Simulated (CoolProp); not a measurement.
A single-stage vapour-compression cycle with propane: evaporating at 193.15 K (dew point), condensing at 250.15 K (bubble point), superheat 5 K, subcooling 5 K, compressor efficiency 0.6, no pressure losses. Each further row changes one setting.

The numbers come from the reference Helmholtz-energy equation of state, Lemmon 2009 in CoolProp.

```tsv
case	cooling COP	pressure ratio	discharge temperature (K)	refrigerating effect (kJ/kg)	volumetric capacity (kJ/m³)
as stated	1.68	16.8	337.8	354	125
evaporating temperature 198.15 K	1.93	___	327.9	___	___
condensing temperature 245.15 K	1.88	___	328.5	366	129
subcooling 10 K	1.73	16.8	337.8	366	129
superheat 15 K	1.66	16.8	349.8	367	123
compressor efficiency 0.5	___	16.8	359.8	354	125
```

Task: What belongs in the gaps?

Result: 
- evaporating temperature 198.15 K, pressure ratio: 12.2
- evaporating temperature 198.15 K, refrigerating effect (kJ/kg): 360
- evaporating temperature 198.15 K, volumetric capacity (kJ/m³): 171
- condensing temperature 245.15 K, pressure ratio: 13.9
- compressor efficiency 0.5, cooling COP: 1.40
